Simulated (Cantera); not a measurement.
**Si + H₂ + HCl (chlorosilane synthesis and conversion)**

Input: 1 mol Si, 1.8 mol H₂, 3.8 mol HCl, held at 1150 K and 9750 Torr.

Method: chemical equilibrium by Gibbs-energy minimisation in Cantera with the NASA 1993 tables (ideal gas, pure condensed phases). Candidate condensed phases: Si; 19 gas species. The tables' values for SiCl₃ are old estimates; treat these amounts as uncertain. The numbers say what is thermodynamically allowed, not how fast it happens.

| Property | Result |
|---|---|
| x(H₂) | 0.750 |
| x(SiCl₄) | 0.145 |
| x(SiHCl₃) | 0.0663 |
| x(HCl) | 0.0332 |
| x(SiH₂Cl₂) | 0.00381 |
| x(SiCl₃) | 0.00197 |
| x(SiCl₂) | 0.000293 |
| x(SiH₃Cl) | 5.91e-5 |
| gas amount | 4.606 mol |
| log10 activity of Si(s) (absent) | -1.04 |
